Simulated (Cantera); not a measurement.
What does this Cantera script print?

```python
import numpy as np
import cantera as ct

gas_names = """
    Br Br2 H HBr H2 N NH NH2 NH3 N2 N2H2 N2H4 Si SiBr SiBr2 SiBr3 SiBr4 SiH SiHBr3 SiH2 SiH2Br2 SiH3
    SiH3Br SiH4 SiN Si2 Si2N Si3
""".split()
cond_names = """
    Br2(cr) Br2(L) Si(cr) Si(L) Si3N4(a)
""".split()


# ... load() reads the species with a 1 bar reference pressure and builds the phases ...
atoms = {
    'Si': {'Si': 1},
    'HBr': {'H': 1, 'Br': 1},
    'N2': {'N': 2},
}
top_T = {'Si3N4(a)': 2400}  # K; cautious upper limits of use, not melting points


# ... equilibrate(T, P, feed) seeds the gas with the atoms and calls Mixture.equilibrate('TP', solver="vcs", rtol=1e-11, max_steps=5000) ...
results = []
feed = {'Si': 1, 'HBr': 1.5, 'N2': 0.65}  # mol
T = 900  # K
P = 80000  # Pa
mix = equilibrate(T, P, feed)
results.append((T, P, feed, dict(zip(mix.species_names, mix.species_moles))))
x = sorted(zip(gas.X, gas.species_names), reverse=True)
print(f"T = {T:g} K  P = {P:g} Pa  gas = {mix.phase_moles(0):.4g} mol")
print("   x: " + "  ".join(f"{s} {v:.3e}" for v, s in x if v > 1e-06))
print("   condensed (mol): " + ("  ".join(f"{mix.phase(i).name} {mix.phase_moles(i):.4g}"
      for i in range(1, mix.n_phases) if mix.phase_moles(i) > 1e-12) or "none"))
```

Result:

```
T = 900 K  P = 80000 Pa  gas = 1.419 mol
   x: HBr 5.164e-01  H2 2.701e-01  SiBr4 1.350e-01  N2 7.833e-02  SiHBr3 1.135e-04  NH3 3.807e-05  SiBr3 1.654e-06
   condensed (mol): Si3N4(a) 0.2694
```

Equilibrium computed with Cantera from the NASA thermochemical tables; the gas is ideal and each condensed phase is pure. N2 is the only nitrogen source here; it is nearly inert below about 1500 K, so the nitride shown seldom forms there in practice.
